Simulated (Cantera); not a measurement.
Input (Python, Cantera) and output of one run.

```python
import numpy as np
import cantera as ct

gas_names = [...]  # 151 gases of nasa_gas.yaml made of C, H, N, O, Si
cond_names = """
    C(gr) C6H6(L) C7H8(L) C8H18(L),n-octa H2O(s) H2O(L) Si(cr) Si(L) SiC(b) SiO2(Lqz) SiO2(hqz) SiO2(L)
    Si2N2O(s) Si3N4(a)
""".split()


# ... load() reads the species with a 1 bar reference pressure and builds the phases ...
atoms = {
    'TEOS': {'Si': 1, 'C': 8, 'H': 20, 'O': 4},
    'CO2': {'C': 1, 'O': 2},
    'NO': {'N': 1, 'O': 1},
}
top_T = {'C(gr)': 4500, 'SiC(b)': 3050, 'Si2N2O(s)': 2100, 'Si3N4(a)': 2400}  # K; cautious upper limits of use, not melting points


# ... equilibrate(T, P, feed) seeds the gas with the atoms and calls Mixture.equilibrate('TP', solver="vcs", rtol=1e-11, max_steps=5000) ...
results = []
feed = {'TEOS': 1, 'CO2': 0.29, 'NO': 3.6}  # mol
P = 82000  # Pa
for T in [998, 1098, 1198, 1298, 1398, 1498, 1598, 1698, 1798, 1898, 1998]:
    mix = equilibrate(T, P, feed)
    results.append((T, P, feed, dict(zip(mix.species_names, mix.species_moles))))

top = {s: max(r[3][s] / sum(r[3][g] for g in gas_names) for r in results) for s in gas_names}
cols = sorted((s for s in top if top[s] > 1e-06), key=lambda s: -top[s])[:6]
seen = [c for c in cond_names if any(r[3].get(c, 0) > 1e-12 for r in results)]
print("log10 of partial pressures in bar; condensed amounts in mol")
print(f"{'T/K':>10s}" + "".join(f"{s[:9]:>10s}" for s in cols + seen))
for T, P, feed, n in results:
    ng = sum(n[g] for g in gas_names)
    print(f"{T:10.4g}" + "".join(f"{np.log10(max(n[s] / ng * P / 1e5, 1e-99)):10.3f}" for s in cols)
          + "".join(f"{n.get(c, 0):10.4g}" for c in seen))
```

It prints:

```
log10 of partial pressures in bar; condensed amounts in mol
       T/K        H2        CO        N2       H2O       CO2       SiO     C(gr)    SiC(b) SiO2(hqz) Si2N2O(s)
       998    -0.368    -0.664    -1.044    -1.420    -1.555   -17.300     3.063         0         1         0
      1098    -0.352    -0.574    -1.073    -1.963    -2.188   -14.115     2.326         0         1         0
      1198    -0.346    -0.555    -1.082    -2.478    -2.822   -11.415     2.144         0         1         0
      1298    -0.344    -0.551    -1.084    -2.927    -3.379    -9.128     2.108         0         1         0
      1398    -0.342    -0.550    -1.085    -3.314    -3.857    -7.171     2.102         0         1         0
      1498    -0.342    -0.550    -1.086    -3.651    -4.270    -5.482       2.1         0    0.9999         0
      1598    -0.365    -0.479    -1.251    -3.897    -4.488    -4.210    0.5993         0         0    0.4993
      1698    -0.365    -0.480    -1.251    -4.157    -4.803    -3.417    0.5967         0         0    0.4956
      1798    -0.373    -0.480    -1.208    -4.394    -5.081    -2.737    0.1468    0.3033         0    0.3268
      1898    -0.382    -0.489    -1.162    -4.290    -5.021    -1.977         0    0.4773         0    0.1345
      1998    -0.388    -0.499    -1.135    -4.412    -5.183    -1.725         0    0.5409         0         0
```

Equilibrium computed with Cantera from the NASA thermochemical tables; the gas is ideal and each condensed phase is pure. The feed counts by its element totals alone. Mutual solubility and eutectic melting of coexisting phases are not modelled. The tables hold silica as quartz up to 1696 K and as liquid above; real silica turns to tridymite and cristobalite and melts near 1996 K.
